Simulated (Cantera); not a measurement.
Charge: 1 mol SiC, 0.12 mol N2O, 56 mol N2, 0.013 mol H2O, equilibrated at 1.33 mbar.

Method: chemical equilibrium by Gibbs-energy minimisation in Cantera with the NASA 1993 tables (ideal gas, pure condensed phases). Candidate condensed phases: C, C6H6, C7H8, C8H18, H2O, Si, SiC, SiO2, Si2N2O, Si3N4; 151 gas species. Mutual solubility and eutectic melting of coexisting phases are not modelled. Kinetics and transport are ignored.

Task: What share of the Si ends up in condensed phases as a function of T (K), at 1248, 1298, 1348, 1398, 1448, 1498, 1548, 1598, 1648, 1698, 1748, 1798, 1848, 1898?

Result: 
| T (K) | Si condensed (%) | as |
|---|---|---|
| 1248 | 100.0 | Si2N2O(s) + Si3N4(s) |
| 1298 | 100.0 | SiC(s) + Si2N2O(s) |
| 1348 | 100.0 | SiC(s) + Si2N2O(s) |
| 1398 | 99.9 | SiC(s) + Si2N2O(s) |
| 1448 | 99.6 | SiC(s) + Si2N2O(s) |
| 1498 | 98.4 | SiC(s) + Si2N2O(s) |
| 1548 | 94.0 | SiC(s) + Si2N2O(s) |
| 1598 | 93.3 | SiC(s) |
| 1648 | 93.2 | SiC(s) |
| 1698 | 93.0 | SiC(s) |
| 1748 | 92.5 | SiC(s) |
| 1798 | 91.6 | SiC(s) |
| 1848 | 90.1 | SiC(s) |
| 1898 | 88.3 | SiC(s) |
